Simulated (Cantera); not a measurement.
**Thermodynamics of carbon deposition, reforming and gasification, feed acetone + NH3 + N2 + CO2**

A closed system holds: 1 mol acetone, 0.074 mol NH3, 41 mol N2, 1.9 mol CO2, at 870 Pa.

Equilibrium computed with Cantera from the NASA thermochemical tables; the gas is ideal and each condensed phase is pure. Candidate condensed phases: C, C6H6, C7H8, C8H18, H2O; 136 gas species. The feed counts by its element totals alone. Kinetics and transport are ignored.

From 950 K to 1850 K the condensed part is C(graphite). At 1950 K nothing is condensed. The main C-bearing gas is CO throughout. The share of C in condensed phases is highest at 950 K (2.2 %) and lowest at 1950 K (0.0 %).

```
T (K)   x N2    x CO    x H2       x H     x HCN     x CO2     x HNC  n C(graphite)
-----  -----  ------  ------  --------  --------  --------  --------  -------------
950    0.839  0.0978  0.0635   1.50e-9   5.15e-7  0.000139  5.18e-10          0.109
1050   0.838  0.0980  0.0635   2.19e-8   2.57e-6   1.79e-5   5.37e-9          0.101
1150   0.838  0.0981  0.0635   2.02e-7   9.65e-6   3.30e-6   3.70e-8         0.0998
1250   0.838  0.0981  0.0635   1.31e-6   2.93e-5   8.05e-7   1.86e-7         0.0986
1350   0.838  0.0981  0.0635   6.44e-6   7.52e-5   2.44e-7   7.39e-7         0.0963
1450   0.838  0.0981  0.0635   2.55e-5  0.000169   8.78e-8   2.42e-6         0.0916
1550   0.838  0.0981  0.0633   8.50e-5  0.000343   3.62e-8   6.77e-6         0.0828
1650   0.838  0.0981  0.0631  0.000245  0.000635   1.68e-8   1.67e-5         0.0678
1750   0.838  0.0980  0.0627  0.000624   0.00109   8.50e-9   3.70e-5         0.0439
1850   0.837  0.0980  0.0619   0.00144   0.00177   4.66e-9   7.49e-5        0.00795
1950   0.836  0.0979  0.0609   0.00303   0.00191   3.89e-9   9.87e-5              0
```
x: gas mole fraction; n: condensed amount in mol.
